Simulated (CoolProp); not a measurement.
Properties of decamethylcyclopentasiloxane (D5) at several states (Tc = 618.3 K, pc = 1078 kPa, ω = 0.631).

Computed with CoolProp (reference Helmholtz-energy equation of state, Thol 2019).

| T (K) | p (kPa) | phase | cv (kJ/(kg K)) | isothermal compressibility (1/MPa) | expansivity (1/kK) | fugacity coefficient |
|---|---|---|---|---|---|---|
| 300.2 | 1040 | liquid | 1.444 | ___ | 1.113 | ___ |
| 504.7 | 337 | liquid | ___ | 0.01192 | 2.021 | ___ |
| 241.9 | 5320 | liquid | ___ | ___ | 1.067 | 1.411e-8 |
| 519.2 | 127 | gas | 1.765 | 8.698 | 2.696 | 0.9192 |
| 562.9 | 73 | gas | 1.838 | ___ | 2.032 | 0.9657 |

Q: What belongs in the gaps?

A: 
- 300.2, isothermal compressibility (1/MPa): 0.001451
- 300.2, fugacity coefficient: 2.607e-5
- 504.7, cv (kJ/(kg K)): 1.798
- 504.7, fugacity coefficient: 0.4301
- 241.9, cv (kJ/(kg K)): 1.385
- 241.9, isothermal compressibility (1/MPa): 0.0009008
- 562.9, isothermal compressibility (1/MPa): 14.22
